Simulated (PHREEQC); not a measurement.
A solution holds 0.097 mol Na2SeO4 and 0.0027 mol FeCl3 per kg of water, at 25 °C. Closed to the air; pH follows from the charge balance.

The numbers come from PHREEQC with the ion-association model, wateq4f.dat.

```csv
quantity,before,after
pH,3.06,3.20
ionic strength (mol/kgw),0.301,0.296
HSeO4- (mol/kgw),0.00149,0.00289
FeOH+2 (mol/kgw),0.00113,0.00135
Fe+3 (mol/kgw),0.000359,3.30e-5
Fe2(OH)2+4 (mol/kgw),0.000328,0.000119
SI of Halite (NaCl),-4.69,-4.81
SI of Goethite (FeOOH),+5.78,+6.48
```

Task: Name the change that produced these shifts.
(A) Na2SeO4 from 0.097 to 0.0097 mol/kgw
(B) Na2SeO4 from 0.097 to 0.0485 mol/kgw
(C) temperature from 25 to 15 °C
(D) temperature from 25 to 55 °C
(E) temperature from 25 to 70 °C

Result: E, temperature from 25 to 70 °C

Precipitation was switched off in this run. Some of these states are supersaturated (in Hematite (slow to form), Goethite (slow to form), for instance). Away from 25 °C the constants follow the database's enthalpies or fits; those with neither stay at their 25 °C values.
